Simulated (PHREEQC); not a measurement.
PHREEQC input (ion-association model, wateq4f.dat):

```
SOLUTION_MASTER_SPECIES
  An  An-  0  An  62.0  # stands for a non-complexing anion
SOLUTION_SPECIES
  An- = An-
    -log_k 0
    -gamma 3.0 0
PHASES
  Fix_H+
    H+ = H+
    -log_k 0
SOLUTION 1
  temp 25
  units mmol/kgw
  pH 7 charge
  Se(4) 0.048
  Na 1.096
  An 1
END
SELECTED_OUTPUT 1
  -reset false
  -pH true
  -pe true
  -ionic_strength true
  -water true
  -totals Na Se Se(-2) Se(4) Se(6)
  -molalities Hfo_wOH Hfo_wOH2+ Hfo_wO- Hfo_sOH Hfo_sOH2+ Hfo_sO- Hfo_wSeO3- Hfo_wOHSeO3-2
USER_PUNCH 1
  -headings sigma psi
  10 PUNCH EDL("sigma", "Hfo"), EDL("psi", "Hfo")
PRINT
  -reset false
USE solution 1
SURFACE 1
  Hfo_wOH 0.00224719 600 1
  Hfo_sOH 5.61798e-05
EQUILIBRIUM_PHASES 1
  Fix_H+ -3 HAn 10
    -force_equality true
END
# ... the last block is repeated for the other 16 points of pH, with NaOH or the acid as the point needs
```

Selected output (columns that matter, 17 of 17 rows; pH added in front):

```
pH	mu	Se	m_Hfo_wOH	m_Hfo_wOH2+	m_Hfo_wO-	m_Hfo_sOH	m_Hfo_sOH2+	m_Hfo_sO-	m_Hfo_wSeO3-	m_Hfo_wOHSeO3-2	sigma	psi
3	0.0029617	1.1295e-09	0.00055801	0.0016368	4.358e-06	1.4255e-05	4.1814e-05	1.1133e-07	3.9975e-05	8.0239e-06	0.26023	0.22613
3.38	0.0021631	5.8503e-10	0.00088339	0.0013021	1.373e-05	2.2567e-05	3.3262e-05	3.5074e-07	3.4298e-05	1.3701e-05	0.20256	0.22133
3.75	0.0017581	4.8182e-10	0.0011461	0.0010237	2.9395e-05	2.9278e-05	2.6151e-05	7.509e-07	2.8929e-05	1.907e-05	0.15321	0.21231
4.12	0.0015278	5.1955e-10	0.0013397	0.00080864	5.0846e-05	3.4223e-05	2.0657e-05	1.2989e-06	2.4297e-05	2.3702e-05	0.11345	0.20049
4.5	0.0013831	6.7538e-10	0.0014755	0.00064658	7.7133e-05	3.7692e-05	1.6517e-05	1.9704e-06	2.048e-05	2.7519e-05	0.081774	0.18624
4.88	0.0012894	1.01e-09	0.0015621	0.00053196	0.00010509	3.9906e-05	1.3589e-05	2.6846e-06	1.7588e-05	3.0411e-05	0.057793	0.17024
5.25	0.0012275	1.6686e-09	0.0016133	0.00045473	0.00013113	4.1214e-05	1.1616e-05	3.3498e-06	1.5538e-05	3.246e-05	0.040432	0.15321
5.62	0.0011848	3.0186e-09	0.0016433	0.00040209	0.00015385	4.1978e-05	1.0272e-05	3.9301e-06	1.409e-05	3.3907e-05	0.02777	0.13496
6	0.0011547	5.9899e-09	0.0016606	0.00036591	0.00017265	4.2422e-05	9.3474e-06	4.4105e-06	1.3069e-05	3.4925e-05	0.018539	0.11517
6.38	0.0011342	1.2628e-08	0.0016703	0.00034198	0.0001869	4.2669e-05	8.736e-06	4.7744e-06	1.2381e-05	3.5607e-05	0.012134	0.094579
6.75	0.0011205	2.7337e-08	0.0016757	0.00032641	0.00019708	4.2807e-05	8.3383e-06	5.0344e-06	1.1925e-05	3.6048e-05	0.007819	0.073971
7.12	0.001111	6.1648e-08	0.001679	0.00031573	0.00020454	4.289e-05	8.0654e-06	5.2249e-06	1.1604e-05	3.6334e-05	0.0047863	0.052988
7.5	0.0011039	1.4941e-07	0.0016812	0.00030783	0.00021034	4.2944e-05	7.8632e-06	5.3728e-06	1.135e-05	3.65e-05	0.0025144	0.031193
7.88	0.0010983	3.9095e-07	0.0016829	0.00030149	0.0002152	4.2983e-05	7.7005e-06	5.4964e-06	1.1106e-05	3.6503e-05	0.0007056	0.0092745
8.25	0.0010936	1.1148e-06	0.0016848	0.00029545	0.00022008	4.3017e-05	7.5438e-06	5.6194e-06	1.0759e-05	3.6126e-05	-0.00091937	-0.012065
8.62	0.0010898	3.5668e-06	0.0016881	0.00028764	0.00022697	4.3055e-05	7.3361e-06	5.7887e-06	9.9721e-06	3.4461e-05	-0.0026814	-0.033213
9	0.0010898	1.1627e-05	0.0016962	0.00027408	0.0002405	4.3104e-05	6.9646e-06	6.1113e-06	7.832e-06	2.8541e-05	-0.0049018	-0.054328
```

The database's selenite sorption wasn't checked against measurements; a fall in acid may be a fault of its surface constants. The oxide is taken as insoluble; below pH 4 it would dissolve.
